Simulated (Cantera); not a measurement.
Charge: 1 mol SiF4, 1.3 mol H2O, 0.89 mol H2, equilibrated at 8100 Pa.

Method: chemical equilibrium by Gibbs-energy minimisation in Cantera with the NASA 1993 tables (ideal gas, pure condensed phases). Candidate condensed phases: H2O, Si, SiO2; 38 gas species. The tables' values for SiF3, SiF2 are old estimates; treat these amounts as uncertain. The tables hold silica as quartz up to 1696 K and as liquid above; real silica turns to tridymite and cristobalite and melts near 1996 K. Kinetics and transport are ignored.

x: gas mole fraction; n: condensed amount in mol.

```csv
T (K),x HF,x H2O,x H2,x SiF4,x SiF3,x SiO,n SiO2(α-quartz),n SiO2(β-quartz),n SiO2(condensed),n SiO2(l)
748,0.171,0.305,0.267,0.257,1.23e-12,<1e-12,0.143,…,0,0
848,0.252,0.256,0.261,0.231,9.28e-11,<1e-12,0,…,0,0
948,0.330,0.209,0.256,0.205,2.79e-9,<1e-12,0,…,0,0
1048,0.398,0.168,0.251,0.183,4.38e-8,<1e-12,0,…,0,0
1148,0.455,0.134,0.247,0.164,4.27e-7,<1e-12,0,…,0,0
1248,0.499,0.107,0.244,0.150,2.92e-6,7.21e-12,0,0.455,0,0
1348,0.534,0.0863,0.242,0.138,1.51e-5,4.38e-10,0,0.491,0,0
1448,0.560,0.0702,0.240,0.129,6.26e-5,1.52e-8,0,0.520,0,0
1548,0.581,0.0578,0.238,0.122,0.000217,3.34e-7,0,0.542,0,0
1648,0.597,0.0482,0.237,0.117,0.000648,5.05e-6,0,0.560,0,0
1748,0.611,0.0406,0.235,0.111,0.00170,5.50e-5,0,0,0.573,0
1848,0.622,0.0347,0.232,0.105,0.00393,0.000450,0,0,0.583,0
1948,0.634,0.0307,0.225,0.0973,0.00797,0.00283,0,0,0.586,0
2048,0.650,0.0290,0.206,0.0836,0.0134,0.0131,0,0,0,0.568
```

### Question
Complete the blanks.

### Answer

- 748, n SiO2(β-quartz): 0
- 848, n SiO2(β-quartz): 0.214
- 948, n SiO2(β-quartz): 0.287
- 1048, n SiO2(β-quartz): 0.353
- 1148, n SiO2(β-quartz): 0.409
